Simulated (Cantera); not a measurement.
## Thermodynamics of silicon nitride deposition, feed SiF4 + N2 + H2

Feed: 1 mol SiF4, 2 mol N2, 34 mol H2, equilibrated at 1000 °C and 4.00 mbar.

These are equilibrium values from Cantera (NASA tables, ideal gas, pure condensed phases), not measurements of a reactor. Candidate condensed phases: Si, Si3N4; 37 gas species. N2 is the only nitrogen source here; it is nearly inert below about 1500 K, so the nitride shown seldom forms there in practice. The tables' values for SiF3, SiF2 are old estimates; treat these amounts as uncertain. Equilibrium is a limit: real reactors are often held back by kinetics, nucleation or transport.

- x(H2) = 0.917
- x(N2) = 0.0539
- x(SiF4) = 0.0249
- x(HF) = 0.00279
- x(SiF3) = 0.00122
- x(SiHF3) = 0.000586
- x(SiF2) = 5.43e-5
- x(H) = 1.08e-5
- x(SiH2F2) = 6.62e-6
- n(Si3N4(s)) = 0.00265 mol
- gas amount = 37.03 mol
- log10 activity of Si(s) (absent) = -1.97
